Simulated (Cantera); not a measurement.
Input (Python, Cantera):

```python
import numpy as np
import cantera as ct

gas = ct.Solution("gri30.yaml")
gas.TPX = 1975, 320, {'CH4': 1, 'H2': 12}
reactor = ct.IdealGasConstPressureReactor(gas, energy="off", clone=False)
net = ct.ReactorNet([reactor])
net.rtol, net.atol = 1e-08, 1e-18
show = ['CH4', 'H2', 'C2H6', 'CH3', 'CH2', 'C2H4']
times = np.geomspace(0.0006, 80, 10)

steps = ct.SolutionArray(gas, extra=["t"])
rows = []
print(f"{'t/s':>10s}{'T/K':>9s}{'P/Pa':>11s}" + "".join(f"{s:>11s}" for s in show))
for t in times:
    while net.time < t:
        t_next = net.step()
        steps.append(gas.state, t=t_next)
    rows.append([np.interp(t, steps.t, y) for y in (steps.T, steps.P, *steps(*show).X.T)])
    print(f"{t:10.3e}{rows[-1][0]:9.1f}{rows[-1][1]:11.4g}" + "".join(f"{x:11.3e}" for x in rows[-1][2:]))
rate = np.gradient(steps.T, steps.t)
print("integrator steps:", len(steps.t))
if steps.T.max() > steps.T[0] + 200:
    print(f"time of steepest temperature rise: {steps.t[rate.argmax()]:.4e} s")
gas.TPX = 1975, 320, {'CH4': 1, 'H2': 12}
gas.equilibrate("TP")
print(f"equilibrium (TP): T = {gas.T:.1f} K  " + "  ".join(f"{s} {gas[s].X[0]:.3e}" for s in show))
```

Output:

```
       t/s      T/K       P/Pa        CH4         H2       C2H6        CH3        CH2       C2H4
 6.000e-04   1975.0        320  7.678e-02  9.230e-01  6.134e-09  1.336e-04  1.081e-08  4.304e-08
 2.226e-03   1975.0        320  7.639e-02  9.228e-01  1.481e-07  4.986e-04  1.817e-07  2.500e-06
 8.261e-03   1975.0        320  7.469e-02  9.222e-01  1.919e-06  1.826e-03  2.288e-06  9.403e-05
 3.065e-02   1975.0        320  6.167e-02  9.248e-01  8.758e-06  5.005e-03  1.553e-05  6.246e-04
 1.137e-01   1975.0        320  2.398e-02  9.441e-01  2.215e-06  2.931e-03  1.584e-05  1.624e-04
 4.220e-01   1975.0        320  4.084e-03  9.533e-01  9.452e-08  7.206e-04  7.296e-06  1.009e-05
 1.566e+00   1975.0        320  3.726e-04  9.507e-01  1.189e-09  1.054e-04  1.889e-06  1.422e-06
 5.811e+00   1975.0        320  3.177e-05  9.441e-01  1.194e-11  1.363e-05  3.766e-07  9.227e-07
 2.156e+01   1975.0        320  9.904e-06  9.411e-01  1.432e-12  4.905e-06  1.568e-07  8.209e-07
 8.000e+01   1975.0        320  9.698e-06  9.411e-01  1.381e-12  4.813e-06  1.542e-07  8.195e-07
integrator steps: 1584
equilibrium (TP): T = 1975.0 K  CH4 9.722e-06  H2 9.411e-01  C2H6 1.387e-12  CH3 4.825e-06  CH2 1.545e-07  C2H4 8.195e-07
```

Model: GRI-Mech 3.0 (53 species, 325 reactions), integrated in Cantera. GRI-Mech 3.0 stops at C3 and has no aromatics, soot or wall deposition, so with more carbon than oxygen in the feed, carbon stays in small species such as C2H2 where larger ones or solid carbon would form. Radical loss at walls, strong at low pressure, is not modelled.
